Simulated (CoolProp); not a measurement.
Vapour pressure (bar) of hydrogen sulfide: the reference equation beside estimates from Tc = 100.0 °C, pc = 89.99 bar, ω = 0.101. Clausius-Clapeyron is anchored at -23.25 °C with a constant enthalpy of vaporisation of 17.00 kJ/mol.

Values from CoolProp's reference Helmholtz-energy equation of state, Lemmon 2006. It is a short technical equation, of lower accuracy than the large ones.

| T (°C) | reference | Lee-Kesler | Clausius-Clapeyron | van der Waals | Redlich-Kwong | Soave-Redlich-Kwong | Peng-Robinson |
|---|---|---|---|---|---|---|---|
| -33.95 | 3.273 | 3.257 | 3.382 | 11.34 | 3.577 | 3.253 | 3.291 |
| -30.35 | 3.759 | 3.744 | 3.838 | 12.30 | 4.119 | 3.739 | 3.775 |
| -26.75 | 4.298 | 4.285 | 4.341 | 13.31 | 4.718 | 4.279 | 4.311 |
| -23.25 | 4.876 | 4.865 | 4.876 | 14.35 | 5.361 | 4.859 | 4.886 |
| -19.65 | 5.530 | 5.522 | 5.477 | 15.47 | 6.087 | 5.516 | 5.537 |
| -16.05 | 6.248 | 6.243 | 6.132 | 16.64 | 6.882 | 6.238 | 6.251 |
| -12.45 | 7.033 | 7.032 | 6.844 | 17.87 | 7.750 | 7.029 | 7.032 |
| -8.85 | 7.890 | 7.892 | 7.615 | 19.16 | 8.694 | 7.893 | 7.885 |

Absolute difference from the reference over all 8 rows, mean and median: Lee-Kesler 0.2 and 0.2 %, Clausius-Clapeyron 1.9 and 2.0 %, van der Waals 190.1 and 187.0 %, Redlich-Kwong 9.9 and 10.0 %, Soave-Redlich-Kwong 0.3 and 0.3 %, Peng-Robinson 0.2 and 0.2 %.
